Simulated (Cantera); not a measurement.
What does this Cantera script print?

```python
import numpy as np
import cantera as ct

gas = ct.Solution("gri30.yaml")
gas.TPX = 950, 50000, {'CH4': 1, 'H2': 0.39, 'O2': 3.09, 'N2': 11.6, 'CO2': 0.16}
reactor = ct.IdealGasReactor(gas, energy="on", clone=False)
net = ct.ReactorNet([reactor])
net.rtol, net.atol = 1e-08, 1e-16
show = ['CH4', 'H2', 'O2', 'CO', 'C2H2']
times = np.geomspace(1e-05, 2, 16)

steps = ct.SolutionArray(gas, extra=["t"])
rows = []
print(f"{'t/s':>10s}{'T/K':>9s}{'P/Pa':>11s}" + "".join(f"{s:>11s}" for s in show))
for t in times:
    while net.time < t:
        t_next = net.step()
        steps.append(gas.state, t=t_next)
    rows.append([np.interp(t, steps.t, y) for y in (steps.T, steps.P, *steps(*show).X.T)])
    print(f"{t:10.3e}{rows[-1][0]:9.1f}{rows[-1][1]:11.4g}" + "".join(f"{x:11.3e}" for x in rows[-1][2:]))
rate = np.gradient(steps.T, steps.t)
print("integrator steps:", len(steps.t))
if steps.T.max() > steps.T[0] + 200:
    print(f"time of steepest temperature rise: {steps.t[rate.argmax()]:.4e} s")
gas.TPX = 950, 50000, {'CH4': 1, 'H2': 0.39, 'O2': 3.09, 'N2': 11.6, 'CO2': 0.16}
gas.equilibrate("UV")
print(f"equilibrium (UV): T = {gas.T:.1f} K  " + "  ".join(f"{s} {gas[s].X[0]:.3e}" for s in show))
```

Result:

```
       t/s      T/K       P/Pa        CH4         H2         O2         CO       C2H2
 1.000e-05    950.0      5e+04  6.158e-02  2.401e-02  1.903e-01  1.464e-16  3.530e-35
 2.256e-05    950.0      5e+04  6.158e-02  2.401e-02  1.903e-01  5.385e-16  2.121e-33
 5.091e-05    950.0      5e+04  6.158e-02  2.401e-02  1.903e-01  1.693e-15  1.131e-31
 1.149e-04    950.0      5e+04  6.158e-02  2.401e-02  1.903e-01  4.864e-15  5.030e-30
 2.592e-04    950.0      5e+04  6.158e-02  2.401e-02  1.903e-01  1.449e-14  1.885e-28
 5.848e-04    950.0      5e+04  6.158e-02  2.401e-02  1.903e-01  4.996e-14  7.086e-27
 1.320e-03    950.0      5e+04  6.158e-02  2.401e-02  1.903e-01  2.157e-13  3.273e-25
 2.977e-03    950.0      5e+04  6.158e-02  2.401e-02  1.903e-01  1.304e-12  3.070e-23
 6.718e-03    950.0      5e+04  6.158e-02  2.401e-02  1.903e-01  1.694e-11  1.946e-20
 1.516e-02    950.1      5e+04  6.157e-02  2.401e-02  1.903e-01  2.908e-08  9.575e-15
 3.420e-02    958.3  5.043e+04  6.078e-02  2.375e-02  1.896e-01  7.978e-05  1.090e-09
 7.717e-02   2524.5  1.329e+05  1.211e-17  3.464e-03  5.329e-02  9.763e-03  2.077e-21
 1.741e-01   2519.4  1.326e+05  1.186e-17  3.436e-03  5.183e-02  9.667e-03  1.961e-21
 3.928e-01   2519.4  1.326e+05  1.186e-17  3.436e-03  5.183e-02  9.667e-03  1.961e-21
 8.864e-01   2519.4  1.326e+05  1.186e-17  3.436e-03  5.183e-02  9.667e-03  1.961e-21
 2.000e+00   2519.4  1.326e+05  1.186e-17  3.436e-03  5.183e-02  9.667e-03  1.961e-21
integrator steps: 2425
time of steepest temperature rise: 6.6801e-02 s
equilibrium (UV): T = 2519.4 K  CH4 1.671e-17  H2 3.436e-03  O2 5.183e-02  CO 9.667e-03  C2H2 2.185e-21
```

Computed with Cantera and GRI-Mech 3.0 (53 species, 325 reactions). Below about 1000 K GRI-Mech 3.0 lacks low-temperature oxidation paths.
